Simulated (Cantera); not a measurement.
Input (Python, Cantera) and output of one run.

```python
import numpy as np
import cantera as ct

gas_names = """
    O2 CL2
""".split()
cond_names = """
    Sr(L) SrCL2(L) SrO(s)
""".split()


# ... load() reads the species with a 1 bar reference pressure and builds the phases ...
species = {s.name: s for s in load("nasa_gas.yaml", gas_names) + load("nasa_condensed.yaml", cond_names)}
T = 1425
g = {n: (s.thermo.h(T) - T * s.thermo.s(T)) / (ct.gas_constant * T * np.log(10)) for n, s in species.items()}
valid = cond_names  # the entries whose range holds T


def stable(la, lb):
    # potentials (over RT ln 10) of the two non-metals from log10 p(O2) and log10 p(CL2) in bar
    mu = {}
    mu["O"] = (g["O2"] + la) / 2
    mu["Cl"] = (g["CL2"] + lb) / 2
    cost = {}
    for n in valid:
        c = species[n].composition
        cost[n] = (g[n] - sum(c.get(e, 0) * m for e, m in mu.items())) / c["Sr"]
    return min(cost, key=cost.get)


results = []
for lb in [0, -1.5, -2.9, -4.4, -5.8, -7.3, -8.7, -10.2, -11.6, -13.1, -14.5, -16]:
    row = [stable(la, lb) for la in [-23, -22, -21, -20, -19, -18, -17, -16, -15, -14, -13, -12, -11, -10, -9, -8, -7, -6, -5, -4, -3, -2, -1, 0]]
    results.append(row)
    print(f"{lb:6.1f}  " + " ".join(f"{valid.index(n):x}" for n in row))
print("key: " + ", ".join(f"{i:x} {n}" for i, n in enumerate(valid)))
```

Result:

```
   0.0  1 1 1 1 1 1 1 1 1 1 1 1 1 1 1 1 1 1 1 1 1 1 1 1
  -1.5  1 1 1 1 1 1 1 1 1 1 1 1 1 1 1 1 1 1 1 1 1 1 1 1
  -2.9  1 1 1 1 1 1 1 1 1 1 1 1 1 1 1 1 1 1 1 1 1 1 1 1
  -4.4  1 1 1 1 1 1 1 1 1 1 1 1 1 1 1 1 1 1 1 1 1 1 1 1
  -5.8  1 1 1 1 1 1 1 1 1 1 1 1 1 1 1 1 1 1 1 1 1 1 1 1
  -7.3  1 1 1 1 1 1 1 1 1 1 1 1 1 1 1 1 1 1 1 1 1 2 2 2
  -8.7  1 1 1 1 1 1 1 1 1 1 1 1 1 1 1 1 1 1 1 2 2 2 2 2
 -10.2  1 1 1 1 1 1 1 1 1 1 1 1 1 1 1 1 2 2 2 2 2 2 2 2
 -11.6  1 1 1 1 1 1 1 1 1 1 1 1 1 2 2 2 2 2 2 2 2 2 2 2
 -13.1  1 1 1 1 1 1 1 1 1 1 2 2 2 2 2 2 2 2 2 2 2 2 2 2
 -14.5  1 1 1 1 1 1 1 2 2 2 2 2 2 2 2 2 2 2 2 2 2 2 2 2
 -16.0  1 1 1 1 2 2 2 2 2 2 2 2 2 2 2 2 2 2 2 2 2 2 2 2
key: 0 Sr(L), 1 SrCL2(L), 2 SrO(s)
```

Standard-state values (1 bar) from the NASA 1993 polynomials, evaluated with Cantera. Not in the tables: the peroxide, oxide halides.
